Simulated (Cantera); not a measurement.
Equilibrium for silicon carbide growth: SiHCl3 + C2H2 + H2

Charge: 1 mol SiHCl3, 0.034 mol C2H2, a varied amount of H2, at 950 °C and 1000 Pa.

Method: chemical equilibrium by Gibbs-energy minimisation in Cantera with the NASA 1993 tables (ideal gas, pure condensed phases). Candidate condensed phases: C, C6H6, C7H8, C8H18, Si, SiC; 109 gas species. Mutual solubility and eutectic melting of coexisting phases are not modelled. The tables' values for SiCl3 are old estimates; treat these amounts as uncertain. The numbers say what is thermodynamically allowed, not how fast it happens.

```json
[
 {"n(H2) (mol)": "4", "x H2": "0.735", "x HCl": "0.130", "x SiCl2": "0.0556", "x SiCl4": "0.0517", "x SiCl3": "0.0190", "x SiHCl3": "0.00905", "n Si(s)": "0.168", "n SiC(s)": "0.0680"},
 {"n(H2) (mol)": "7.5", "x H2": "0.813", "x HCl": "0.111", "x SiCl2": "0.0372", "x SiCl4": "0.0231", "x SiCl3": "0.0104", "x SiHCl3": "0.00520", "n Si(s)": "0.231", "n SiC(s)": "0.0680"},
 {"n(H2) (mol)": "14", "x H2": "0.872", "x HCl": "0.0895", "x SiCl2": "0.0223", "x SiCl4": "0.00833", "x SiCl3": "0.00483", "x SiHCl3": "0.00251", "n Si(s)": "0.330", "n SiC(s)": "0.0680"},
 {"n(H2) (mol)": "26", "x H2": "0.917", "x HCl": "0.0664", "x SiCl2": "0.0117", "x SiCl4": "0.00229", "x SiCl3": "0.00183", "x SiHCl3": "0.000975", "n Si(s)": "0.462", "n SiC(s)": "0.0680"},
 {"n(H2) (mol)": "47", "x H2": "0.947", "x HCl": "0.0458", "x SiCl2": "0.00539", "x SiCl4": "0.000486", "x SiCl3": "0.000573", "x SiHCl3": "0.000310", "n Si(s)": "0.600", "n SiC(s)": "0.0680"},
 {"n(H2) (mol)": "87", "x H2": "0.969", "x HCl": "0.0286", "x SiCl2": "0.00206", "x SiCl4": "7.10e-5", "x SiCl3": "0.000135", "x SiHCl3": "7.41e-5", "n Si(s)": "0.723", "n SiC(s)": "0.0680"},
 {"n(H2) (mol)": "160", "x H2": "0.982", "x HCl": "0.0169", "x SiCl2": "0.000710", "x SiCl4": "8.42e-6", "x SiCl3": "2.74e-5", "x SiHCl3": "1.51e-5", "n Si(s)": "0.808", "n SiC(s)": "0.0680"},
 {"n(H2) (mol)": "300", "x H2": "0.990", "x HCl": "0.00946", "x SiCl2": "0.000220", "x SiCl4": "8.10e-7", "x SiCl3": "4.73e-6", "x SiHCl3": "2.62e-6", "n Si(s)": "0.863", "n SiC(s)": "0.0679"},
 {"n(H2) (mol)": "550", "x H2": "0.995", "x HCl": "0.00529", "x SiCl2": "6.85e-5", "x SiCl4": "7.85e-8", "x SiCl3": "8.21e-7", "x SiHCl3": "4.55e-7", "n Si(s)": "0.893", "n SiC(s)": "0.0679"},
 {"n(H2) (mol)": "1000", "x H2": "0.997", "x HCl": "0.00295", "x SiCl2": "2.12e-5", "x SiCl4": "7.54e-9", "x SiCl3": "1.42e-7", "x SiHCl3": "7.87e-8", "n Si(s)": "0.911", "n SiC(s)": "0.0677"},
 {"n(H2) (mol)": "1900", "x H2": "0.998", "x HCl": "0.00157", "x SiCl2": "5.97e-6", "x SiCl4": "5.96e-10", "x SiCl3": "2.11e-8", "x SiHCl3": "1.17e-8", "n Si(s)": "0.921", "n SiC(s)": "0.0675"}
]
```
x: gas mole fraction; n: condensed amount in mol.

From 4 mol H2 to 1900 mol H2 the condensed part is Si(s) + SiC(s). The main Si-bearing gas is SiCl2 throughout. The share of Si in condensed phases is highest at 1900 mol H2 (98.8 %) and lowest at 4 mol H2 (23.6 %).
